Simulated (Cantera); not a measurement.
**Catalytic combustion on Pt**

An isothermal plug-flow reactor at 900 K and 750 Torr (inlet), inlet velocity 0.89 m/s, active area per volume 4100 1/m; feed 1.78 % H₂, 4.51 % O₂, 93.7 % N₂.

Model: Deutschmann's 1995 Pt surface mechanism with GRI-Mech 3.0 gas chemistry, integrated in Cantera. Catalytic surfaces can have several steady states; this one follows from the mechanism file's or the stated starting coverage. Mass transfer to the wall is taken as infinitely fast.

```
z (m)        x H₂    x O₂   x H₂O  θ free Pt   θ O*    θ OH*
-------  --------  ------  ------  ---------  -----  -------
4.3e-05   0.00197  0.0375  0.0160      0.178  0.819  0.00329
9.3e-05  0.000524  0.0368  0.0174      0.147  0.850  0.00312
0.0002    4.11e-5  0.0365  0.0179      0.139  0.858  0.00307
0.00043   1.93e-7  0.0365  0.0180      0.138  0.859  0.00306
0.00093  8.89e-12  0.0365  0.0180      0.138  0.859  0.00306
0.002    7.19e-12  0.0365  0.0180      0.138  0.859  0.00306
0.0043   7.19e-12  0.0365  0.0180      0.138  0.859  0.00306
```
x: gas mole fraction; θ: surface coverage.
